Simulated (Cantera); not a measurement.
Input (Python, Cantera) and output of one run.

```python
import numpy as np
import cantera as ct

gas_names = [...]  # 151 gases of nasa_gas.yaml made of C, H, N, O, Si
cond_names = """
    C(gr) C6H6(L) C7H8(L) C8H18(L),n-octa H2O(s) H2O(L) Si(cr) Si(L) SiC(b) SiO2(Lqz) SiO2(hqz) SiO2(L)
    Si2N2O(s) Si3N4(a)
""".split()


# ... load() reads the species with a 1 bar reference pressure and builds the phases ...
atoms = {
    'TEOS': {'Si': 1, 'C': 8, 'H': 20, 'O': 4},
    'N2O': {'N': 2, 'O': 1},
    'H2': {'H': 2},
    'CO2': {'C': 1, 'O': 2},
}
top_T = {'C(gr)': 4500, 'SiC(b)': 3050, 'Si2N2O(s)': 2100, 'Si3N4(a)': 2400}  # K; cautious upper limits of use, not melting points


# ... equilibrate(T, P, feed) seeds the gas with the atoms and calls Mixture.equilibrate('TP', solver="vcs", rtol=1e-11, max_steps=5000) ...
results = []
feed = {'TEOS': 1, 'N2O': 0.2, 'H2': 11, 'CO2': 0.18}  # mol
T = 625  # K
P = 10000  # Pa
mix = equilibrate(T, P, feed)
results.append((T, P, feed, dict(zip(mix.species_names, mix.species_moles))))
x = sorted(zip(gas.X, gas.species_names), reverse=True)
print(f"T = {T:g} K  P = {P:g} Pa  gas = {mix.phase_moles(0):.4g} mol")
print("   x: " + "  ".join(f"{s} {v:.3e}" for v, s in x if v > 0.0001))
print("   condensed (mol): " + ("  ".join(f"{mix.phase(i).name} {mix.phase_moles(i):.4g}"
      for i in range(1, mix.n_phases) if mix.phase_moles(i) > 1e-12) or "none"))
```

It prints:

```
T = 625 K  P = 10000 Pa  gas = 14.27 mol
   x: CH4 4.946e-01  H2 3.197e-01  H2O 1.631e-01  N2 1.399e-02  CO2 7.793e-03  CO 7.371e-04
   condensed (mol): C(gr) 1.003  SiO2(Lqz) 1
```

Equilibrium computed with Cantera from the NASA thermochemical tables; the gas is ideal and each condensed phase is pure. The feed counts by its element totals alone.
